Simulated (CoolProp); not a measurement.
A single-stage vapour-compression cycle with propane: evaporating at 232.15 K (dew point), condensing at 261.15 K (bubble point), superheat 10 K, subcooling 8 K, compressor efficiency 0.75, no pressure losses. Each further row changes one setting.

Computed with CoolProp (reference Helmholtz-energy equation of state, Lemmon 2009).

| case | cooling COP | pressure ratio | discharge temperature (K) | refrigerating effect (kJ/kg) | volumetric capacity (kJ/m³) |
|---|---|---|---|---|---|
| as stated | 5.62 | 3.04 | 291.0 | 390 | 942 |
| evaporating temperature 237.15 K | 7.06 | 2.45 | 286.9 | 397 | 1170 |
| condensing temperature 256.15 K | 6.91 | 2.56 | 283.3 | 402 | 970 |
| subcooling 13 K | 5.79 | 3.04 | 291.0 | 402 | 970 |
| superheat 20 K | 5.59 | 3.04 | 301.4 | 405 | 935 |
| compressor efficiency 0.65 | 4.87 | 3.04 | 297.2 | 390 | 942 |
